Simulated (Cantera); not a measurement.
What does this Cantera script print?

```python
import numpy as np
import cantera as ct

gas = ct.Solution("h2o2.yaml")
gas.TPX = 1050, 2666, {'H2': 0.065, 'O2': 1}
reactor = ct.IdealGasConstPressureReactor(gas, energy="off", clone=False)
net = ct.ReactorNet([reactor])
net.rtol, net.atol = 1e-08, 1e-18
show = ['H2', 'O2', 'O', 'OH', 'H2O2', 'H2O']
times = np.geomspace(4e-05, 7, 13)

steps = ct.SolutionArray(gas, extra=["t"])
rows = []
print(f"{'t/s':>10s}{'T/K':>9s}{'P/Pa':>11s}" + "".join(f"{s:>11s}" for s in show))
for t in times:
    while net.time < t:
        t_next = net.step()
        steps.append(gas.state, t=t_next)
    rows.append([np.interp(t, steps.t, y) for y in (steps.T, steps.P, *steps(*show).X.T)])
    print(f"{t:10.3e}{rows[-1][0]:9.1f}{rows[-1][1]:11.4g}" + "".join(f"{x:11.3e}" for x in rows[-1][2:]))
rate = np.gradient(steps.T, steps.t)
print("integrator steps:", len(steps.t))
if steps.T.max() > steps.T[0] + 200:
    print(f"time of steepest temperature rise: {steps.t[rate.argmax()]:.4e} s")
gas.TPX = 1050, 2666, {'H2': 0.065, 'O2': 1}
gas.equilibrate("TP")
print(f"equilibrium (TP): T = {gas.T:.1f} K  " + "  ".join(f"{s} {gas[s].X[0]:.3e}" for s in show))
```

It prints:

```
       t/s      T/K       P/Pa         H2         O2          O         OH       H2O2        H2O
 4.000e-05   1050.0       2666  6.103e-02  9.390e-01  5.154e-11  4.154e-11  7.376e-15  1.749e-11
 1.094e-04   1050.0       2666  6.103e-02  9.390e-01  3.255e-10  2.075e-10  5.542e-14  2.468e-10
 2.992e-04   1050.0       2666  6.103e-02  9.390e-01  3.141e-09  1.661e-09  4.241e-13  4.277e-09
 8.181e-04   1050.0       2666  6.103e-02  9.390e-01  2.936e-07  1.499e-07  5.127e-12  4.961e-07
 2.237e-03   1050.0       2666  3.204e-02  9.213e-01  1.073e-02  3.813e-03  6.759e-07  2.220e-02
 6.119e-03   1050.0       2666  8.553e-04  9.217e-01  1.314e-02  1.730e-03  2.668e-07  5.852e-02
 1.673e-02   1050.0       2666  1.673e-04  9.339e-01  2.771e-03  7.090e-04  2.344e-07  6.214e-02
 4.576e-02   1050.0       2666  2.303e-05  9.365e-01  3.974e-04  2.606e-04  1.630e-07  6.277e-02
 1.251e-01   1050.0       2666  3.078e-06  9.369e-01  5.797e-05  1.003e-04  8.288e-08  6.290e-02
 3.422e-01   1050.0       2666  4.916e-07  9.370e-01  1.046e-05  4.291e-05  3.452e-08  6.293e-02
 9.360e-01   1050.0       2666  1.008e-07  9.370e-01  2.392e-06  2.054e-05  1.332e-08  6.294e-02
 2.560e+00   1050.0       2666  2.559e-08  9.370e-01  6.524e-07  1.072e-05  5.018e-09  6.295e-02
 7.000e+00   1050.0       2666  7.487e-09  9.370e-01  1.993e-07  5.916e-06  1.873e-09  6.295e-02
integrator steps: 1607
equilibrium (TP): T = 1050.0 K  H2 1.450e-10  O2 9.370e-01  O 3.990e-09  OH 8.349e-07  H2O2 5.158e-11  H2O 6.295e-02
```

Computed with Cantera and the H2/O2 subset of GRI-Mech 3.0, which has no nitrogen chemistry. Radical loss at walls, strong at low pressure, is not modelled. The temperature is held fixed by assumption; the heat of reaction is taken as removed at once.
